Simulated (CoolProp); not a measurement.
Saturated liquid density (kg/m³) of R365MFC: the reference equation beside estimates from Tc = 460.0 K, pc = 3266 kPa, ω = 0.377. Rackett uses Z = 0.29056 − 0.08775 ω.

Computed with CoolProp (reference Helmholtz-energy equation of state, Lemmon 2016).

```csv
T (K),reference,Rackett,van der Waals,Redlich-Kwong,Soave-Redlich-Kwong
286.5,1282,1372,767.2,1126,1184
289.9,1274,1364,763.1,1119,1177
293.2,1267,1356,759.1,1112,1171
296.5,1261,1348,755.0,1105,1165
299.9,1253,1340,750.8,1098,1158
303.2,1246,1332,746.6,1090,1151
306.6,1239,1324,742.2,1083,1144
309.9,1232,1316,738.0,1075,1138
313.3,1224,1307,733.5,1067,1130
316.6,1217,1299,729.1,1059,1123
319.9,1209,1291,724.7,1052,1116
323.3,1202,1282,720.0,1043,1108
326.6,1194,1274,715.5,1035,1100
330,1186,1265,710.7,1027,1092
```

Absolute difference from the reference over all 14 rows, mean and median: Rackett 6.8 and 6.8 %, van der Waals 40.1 and 40.1 %, Redlich-Kwong 12.7 and 12.7 %, Soave-Redlich-Kwong 7.7 and 7.7 %.
